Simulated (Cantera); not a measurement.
Cantera run:

```python
import numpy as np
import cantera as ct

gas_names = """
    B BCL BCL2 BCL3 BH BH2 BH3 BO BOCL BO2 B2 B2O B2O2 B2O3 B3O3CL3 B3O3H3 CL CLO CL2 H HBO HBO2 HCL
    HOCL HO2 H2 H2O H2O2 H3B3O6 O OH O2 O3
""".split()
cond_names = """
    B(b) B(L) B2O3(L) B3O3H3(cr) H2O(s) H2O(L)
""".split()


# ... load() reads the species with a 1 bar reference pressure and builds the phases ...
atoms = {
    'BCl3': {'B': 1, 'CL': 3},
    'H2O': {'H': 2, 'O': 1},
}
top_T = {}  # K; cautious upper limits of use, not melting points


# ... equilibrate(T, P, feed) seeds the gas with the atoms and calls Mixture.equilibrate('TP', solver="vcs", rtol=1e-11, max_steps=5000) ...
results = []
feed = {'BCl3': 1, 'H2O': 0.21}  # mol
T = 1225  # K
P = 10000  # Pa
mix = equilibrate(T, P, feed)
results.append((T, P, feed, dict(zip(mix.species_names, mix.species_moles))))
x = sorted(zip(gas.X, gas.species_names), reverse=True)
print(f"T = {T:g} K  P = {P:g} Pa  gas = {mix.phase_moles(0):.4g} mol")
print("   x: " + "  ".join(f"{s} {v:.3e}" for v, s in x if v > 1e-05))
print("   condensed (mol): " + ("  ".join(f"{mix.phase(i).name} {mix.phase_moles(i):.4g}"
      for i in range(1, mix.n_phases) if mix.phase_moles(i) > 1e-12) or "none"))
```

Output:

```
T = 1225 K  P = 10000 Pa  gas = 1.28 mol
   x: BCL3 6.171e-01  HCL 3.280e-01  B3O3CL3 5.463e-02  BOCL 1.468e-04  CL 4.987e-05  H2 3.114e-05
   condensed (mol): none
```

Cantera equilibrium calculation (NASA polynomials, part measured and part estimated; ideal gas, pure solids and liquids). The tables' values for BOCl are old estimates; treat these amounts as uncertain.
